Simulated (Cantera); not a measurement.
Pb + H2 (iron carbonyl, mercury and lead vapours)

Input: 1 mol Pb, 6.9 mol H2, held at 133 Pa.

These are equilibrium values from Cantera (NASA tables, ideal gas, pure condensed phases), not measurements of a reactor. Candidate condensed phases: Pb; 4 gas species. Equilibrium is a limit: real reactors are often held back by kinetics, nucleation or transport.

```json
[
 {"T (K)": "773", "x H2": "1.000", "x Pb": "1.73e-5", "x H": "2.49e-11", "x Pb2": "<1e-12", "n Pb(l)": "1.000"},
 {"T (K)": "848", "x H2": "1.000", "x Pb": "0.000224", "x H": "5.21e-10", "x Pb2": "4.75e-11", "n Pb(l)": "0.998"},
 {"T (K)": "923", "x H2": "0.998", "x Pb": "0.00190", "x H": "6.69e-9", "x Pb2": "1.71e-9", "n Pb(l)": "0.987"},
 {"T (K)": "998", "x H2": "0.988", "x Pb": "0.0116", "x H": "5.86e-8", "x Pb2": "3.55e-8", "n Pb(l)": "0.919"},
 {"T (K)": "1073", "x H2": "0.945", "x Pb": "0.0548", "x H": "3.73e-7", "x Pb2": "4.76e-7", "n Pb(l)": "0.600"},
 {"T (K)": "1148", "x H2": "0.873", "x Pb": "0.127", "x H": "1.83e-6", "x Pb2": "1.63e-6", "n Pb(l)": "0"},
 {"T (K)": "1223", "x H2": "0.873", "x Pb": "0.127", "x H": "7.70e-6", "x Pb2": "1.10e-6", "n Pb(l)": "0"},
 {"T (K)": "1298", "x H2": "0.873", "x Pb": "0.127", "x H": "2.74e-5", "x Pb2": "7.82e-7", "n Pb(l)": "0"},
 {"T (K)": "1373", "x H2": "0.873", "x Pb": "0.127", "x H": "8.52e-5", "x Pb2": "5.74e-7", "n Pb(l)": "0"},
 {"T (K)": "1448", "x H2": "0.873", "x Pb": "0.127", "x H": "0.000236", "x Pb2": "4.35e-7", "n Pb(l)": "0"},
 {"T (K)": "1523", "x H2": "0.873", "x Pb": "0.127", "x H": "0.000591", "x Pb2": "3.38e-7", "n Pb(l)": "0"}
]
```
x: gas mole fraction; n: condensed amount in mol.

From 773 K to 1073 K the condensed part is Pb(l). From 1148 K to 1523 K nothing is condensed. The main Pb-bearing gas is Pb throughout.
